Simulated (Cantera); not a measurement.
Feed: 1 mol SiH2Cl2, 350 mol H2, at 2227 °C and 0.0670 bar.

Equilibrium computed with Cantera from the NASA thermochemical tables; the gas is ideal and each condensed phase is pure. Candidate condensed phases: Si; 19 gas species. The tables' values for SiCl are old estimates; treat these amounts as uncertain. Gases not in the tables: Si2H6 and higher silanes. Kinetics and transport are ignored.

Base state: H2 0.900, H 0.0921, HCl 0.00502, Si 0.00249, Cl 0.000364, SiH 0.000161, SiH2 3.23e-5, SiCl 1.47e-5 (mole fractions); condensed: gas only.

Question: What changes in the equilibrium state with this change: temperature from 2227 °C to 2027 °C?

Answer: 
```json
[
 {"species": "H2", "before": "0.900", "after": "0.955"},
 {"species": "H", "before": "0.0921", "after": "0.0365"},
 {"species": "HCl", "before": "0.00502", "after": "0.00537"},
 {"species": "Si", "before": "0.00249", "after": "0.00242"},
 {"species": "Cl", "before": "0.000364", "after": "0.000148"},
 {"species": "SiH2", "before": "3.23e-5", "after": "7.76e-5"},
 {"species": "SiCl", "before": "1.47e-5", "after": "2.91e-5"}
]
```
